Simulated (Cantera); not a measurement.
# Oxide etching and cleaning by halides: SiO2 + F2 + N2

Input: 1 mol SiO2, 0.71 mol F2, 67 mol N2, at 0.00900 Torr.

Equilibrium computed with Cantera from the NASA thermochemical tables; the gas is ideal and each condensed phase is pure. Candidate condensed phases: Si, SiO2, Si2N2O, Si3N4; 28 gas species. The tables' values for SiF3, SiO2 are old estimates; treat these amounts as uncertain. The tables hold silica as quartz up to 1696 K and as liquid above; real silica turns to tridymite and cristobalite and melts near 1996 K. Kinetics and transport are ignored.

```
T (K)   x N2     x O2   x SiF4     x SiO       x O      x NO       x F    x SiF3  n SiO2(β-quartz)  n SiO2(condensed)
-----  -----  -------  -------  --------  --------  --------  --------  --------  ----------------  -----------------
1448   0.989  0.00514  0.00524   1.11e-7   4.04e-5  0.000165   7.00e-6   1.69e-6             0.645                  0
1473   0.989  0.00512  0.00524   3.41e-7   5.76e-5  0.000187   1.01e-5   2.75e-6             0.645                  0
1498   0.989  0.00509  0.00524   1.00e-6   8.13e-5  0.000211   1.44e-5   4.42e-6             0.645                  0
1523   0.989  0.00507  0.00523   2.86e-6  0.000113  0.000238   2.04e-5   7.00e-6             0.645                  0
1548   0.989  0.00503  0.00523   7.86e-6  0.000156  0.000266   2.84e-5   1.09e-5             0.645                  0
1573   0.989  0.00499  0.00522   2.09e-5  0.000213  0.000297   3.92e-5   1.67e-5             0.644                  0
1598   0.989  0.00495  0.00521   5.40e-5  0.000288  0.000330   5.35e-5   2.53e-5             0.642                  0
1623   0.989  0.00492  0.00519  0.000135  0.000385  0.000366   7.24e-5   3.78e-5             0.636                  0
1648   0.988  0.00493  0.00517  0.000328  0.000513  0.000406   9.71e-5   5.56e-5             0.623                  0
1673   0.988  0.00504  0.00514  0.000766  0.000685  0.000453  0.000130   8.03e-5             0.592                  0
1698   0.986  0.00535  0.00510   0.00171  0.000924  0.000514  0.000174  0.000113                 0              0.527
1723   0.983  0.00605  0.00503   0.00358   0.00128  0.000599  0.000234  0.000155                 0              0.397
```
x: gas mole fraction; n: condensed amount in mol.

From 1448 K to 1673 K the condensed part is SiO2(β-quartz). From 1698 K to 1723 K the condensed part is SiO2(condensed). The main Si-bearing gas is SiF4 throughout.
